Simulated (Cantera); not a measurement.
# CsOH + H2O + H2 (calcination and drying)

Feed: 1 mol CsOH, 0.39 mol H2O, 0.4 mol H2, equilibrated at 10.0 mbar.

These are equilibrium values from Cantera (NASA tables, ideal gas, pure condensed phases), not measurements of a reactor. Candidate condensed phases: Cs, CsOH, H2O; 15 gas species. The numbers say what is thermodynamically allowed, not how fast it happens.

From 600 °C to 1150 °C nothing is condensed. The main Cs-bearing gas is CsOH throughout.

| T (°C) | x CsOH | x H2O | x H2 | x Cs2(OH)2 | x Cs |
|---|---|---|---|---|---|
| 600 | 0.347 | 0.251 | 0.255 | 0.145 | 0.00198 |
| 650 | 0.454 | 0.237 | 0.236 | 0.0679 | 0.00509 |
| 700 | 0.508 | 0.233 | 0.223 | 0.0265 | 0.0101 |
| 750 | 0.523 | 0.235 | 0.215 | 0.00982 | 0.0172 |
| 800 | 0.520 | 0.242 | 0.208 | 0.00375 | 0.0262 |
| 850 | 0.509 | 0.252 | 0.201 | 0.00151 | 0.0374 |
| 900 | 0.493 | 0.263 | 0.193 | 0.000645 | 0.0503 |
| 950 | 0.475 | 0.276 | 0.184 | 0.000290 | 0.0647 |
| 1000 | 0.456 | 0.289 | 0.175 | 0.000137 | 0.0801 |
| 1050 | 0.436 | 0.303 | 0.165 | 6.72e-5 | 0.0960 |
| 1100 | 0.415 | 0.318 | 0.155 | 3.44e-5 | 0.112 |
| 1150 | 0.395 | 0.332 | 0.145 | 1.83e-5 | 0.128 |
x: gas mole fraction; nothing condenses.
